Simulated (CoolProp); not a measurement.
A Linde-Hampson liquefier for methane: isothermal reversible compression at 230 K from 1 atm to 30 MPa, throttling to 1 atm, return gas leaving the recuperator 0 K below the feed. Each further row changes one setting.

Values from CoolProp's reference Helmholtz-energy equation of state, Setzmann 1991.

```tsv
case	liquid yield per pass	compression work (kJ/kg of gas)
as stated	0.411	577
high pressure 60 MPa	0.383	668
warm-end temperature 260 K	0.326	690
warm-end gap 5 K	0.403	577
```
